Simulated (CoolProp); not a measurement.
Computed with CoolProp (reference Helmholtz-energy equation of state, Thol 2019).

**Question.** For tetradecamethylhexasiloxane (MD4M), give the phase and the density (kg/m³), cp (kJ/(kg K)), expansivity (1/kK) at 346.85 °C and 580 kPa; 346.85 °C and 746 kPa.

**Answer.** 
- 346.85 °C and 580 kPa: liquid; density 490, cp 2.50, expansivity 6.07
- 346.85 °C and 746 kPa: liquid; density 499, cp 2.45, expansivity 5.18
